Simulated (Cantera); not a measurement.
Input: 1 mol Fe, 0.72 mol CO2, 240 mol H2, 3 mol CO, equilibrated at 0.0480 bar.

Method: chemical equilibrium by Gibbs-energy minimisation in Cantera with the NASA 1993 tables (ideal gas, pure condensed phases). Candidate condensed phases: C, C6H6, C7H8, C8H18, Fe, Fe(CO)5, FeO, Fe(OH)2, Fe(OH)3, Fe2O3, Fe3O4, H2O; 114 gas species. Equilibrium is a limit: real reactors are often held back by kinetics, nucleation or transport.

Question: Which condensed phases are stable at each of these points (T (°C)): 677, 727, 777, 827, 877, 927, 977, 1027, 1077, 1127, 1177, 1227, 1277?

Answer: 
| T (°C) | condensed phases | Fe condensed (%) |
|---|---|---|
| 677 | Fe(α) | 100.0 |
| 727 | Fe(α) | 100.0 |
| 777 | Fe(α) | 100.0 |
| 827 | Fe(α) | 100.0 |
| 877 | Fe(α) | 100.0 |
| 927 | Fe(γ) | 100.0 |
| 977 | Fe(γ) | 100.0 |
| 1027 | Fe(γ) | 100.0 |
| 1077 | Fe(γ) | 100.0 |
| 1127 | Fe(γ) | 100.0 |
| 1177 | Fe(γ) | 100.0 |
| 1227 | Fe(γ) | 99.9 |
| 1277 | Fe(γ) | 99.8 |

From 677 °C to 877 °C the condensed part is Fe(α). From 927 °C to 1277 °C the condensed part is Fe(γ).
